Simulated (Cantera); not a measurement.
A closed system holds: 1 mol CF4, 0.35 mol HCl, held at 2048 K and 0.120 bar.

These are equilibrium values from Cantera (NASA tables, ideal gas, pure condensed phases), not measurements of a reactor. Gases not in the tables: C2F6 and larger saturated fluorocarbons. Rates play no part.

```
species             before     after
----------------  --------  --------
CF4                  0.535     0.933
HF                   0.211    0.0171
Cl                   0.195    0.0167
CF2                 0.0347    0.0143
F                  0.00741    0.0153
CCl2F2             1.59e-5   4.79e-8
HCl                0.00372   1.26e-5
Cl2                0.00585   4.29e-5
CClF3              0.00359  0.000260
ClF               0.000402   7.08e-5
CF                 4.33e-5   8.66e-6
C(graphite), mol    0.0576         0
```
Gas species are given as mole fractions.

Q: Which change was made?
A. HCl from 0.35 to 0.1 mol
B. HCl from 0.35 to 0.018 mol
C. pressure from 0.120 bar to 10.0 mbar
D. temperature from 2048 K to 2350 K

A: B, HCl from 0.35 to 0.018 mol
